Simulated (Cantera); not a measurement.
Input (Python, Cantera):

```python
import numpy as np
import cantera as ct

gas = ct.Solution("gri30.yaml")
gas.TPX = 648, 660000, {'CH4': 1, 'O2': 1.43, 'N2': 5.37}
inlet = ct.Reservoir(gas, clone=True)
gas.equilibrate("HP")  # start burning
reactor = ct.IdealGasConstPressureReactor(gas, energy="on", clone=False)
exhaust = ct.Reservoir(gas, clone=True)
tau = [0.19, 0.09, 0.042, 0.02, 0.0094, 0.0044, 0.0021, 0.00098, 0.00046, 0.00022, 0.0001, 4.8e-05, 2.3e-05][0]
for a, b in ((inlet, reactor), (reactor, exhaust)):
    ct.MassFlowController(a, b, mdot=lambda t: reactor.mass / tau)
net = ct.ReactorNet([reactor])
show = ['CH4', 'O2', 'CO2', 'HO2', 'C2H2', 'CH2']

rows = []
print(f"{'tau/s':>10s}{'T/K':>9s}" + "".join(f"{s:>11s}" for s in show))
for tau in [0.19, 0.09, 0.042, 0.02, 0.0094, 0.0044, 0.0021, 0.00098, 0.00046, 0.00022, 0.0001, 4.8e-05, 2.3e-05]:
    net.initial_time = 0.0
    net.advance(30 * tau)
    before = gas.X
    net.advance(40 * tau)
    drift = np.max(np.abs(gas.X - before) / (gas.X + 1e-9))
    rows.append([gas.T, *gas[show].X, drift])
    print(f"{tau:10.3e}{gas.T:9.1f}" + "".join(f"{x:11.3e}" for x in gas[show].X))
```

It prints:

```
     tau/s      T/K        CH4         O2        CO2        HO2       C2H2        CH2
 1.900e-01   2233.4  2.625e-05  1.353e-05  4.283e-02  6.920e-09  2.165e-07  7.824e-08
 9.000e-02   2232.9  5.025e-05  2.440e-05  4.283e-02  1.085e-08  7.917e-07  1.614e-07
 4.200e-02   2232.3  9.497e-05  4.638e-05  4.283e-02  1.896e-08  2.833e-06  3.349e-07
 2.000e-02   2231.6  1.732e-04  8.871e-05  4.285e-02  3.496e-08  9.381e-06  6.747e-07
 9.400e-03   2230.6  3.131e-04  1.740e-04  4.287e-02  6.830e-08  2.998e-05  1.355e-06
 4.400e-03   2229.2  5.487e-04  3.439e-04  4.289e-02  1.382e-07  8.734e-05  2.668e-06
 2.100e-03   2226.6  8.992e-04  6.636e-04  4.289e-02  2.806e-07  2.136e-04  4.984e-06
 9.800e-04   2220.9  1.404e-03  1.288e-03  4.273e-02  5.935e-07  4.467e-04  9.061e-06
 4.600e-04   2209.4  2.088e-03  2.458e-03  4.217e-02  1.287e-06  7.828e-04  1.553e-05
 2.200e-04   2186.5  3.085e-03  4.668e-03  4.077e-02  2.902e-06  1.199e-03  2.454e-05
 1.000e-04   2128.9  5.336e-03  1.028e-02  3.703e-02  8.258e-06  1.785e-03  3.443e-05
 4.800e-05    648.0  1.282e-01  1.833e-01  9.866e-18  1.053e-15  5.919e-19 -7.627e-34
 2.300e-05    648.0  1.282e-01  1.833e-01  5.477e-21  5.049e-16  3.286e-22  2.380e-35
```

Cantera simulation using GRI-Mech 3.0 (53 species, 325 reactions); the numbers are that mechanism's predictions, not measurements.
